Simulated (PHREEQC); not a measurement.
Consider water at 25 °C with 0.027 mol/kgw Li2SO4 and 0.046 mol/kgw Na2SO4. Closed to the air; pH follows from the charge balance.

Equilibrium calculation in PHREEQC: ion-association model, phreeqc.dat.

This is a speciation only: nothing precipitates in the calculation.

### Question
Predict the ionic strength, specific conductance.

### Answer
ionic strength 0.196 mol/kgw; specific conductance 11100 µS/cm.

### Question
In which forms is Na present?

### Answer
Na+ 92 %, NaSO4- 8.3 % of the Na.

Species that the database lacks are ignored.
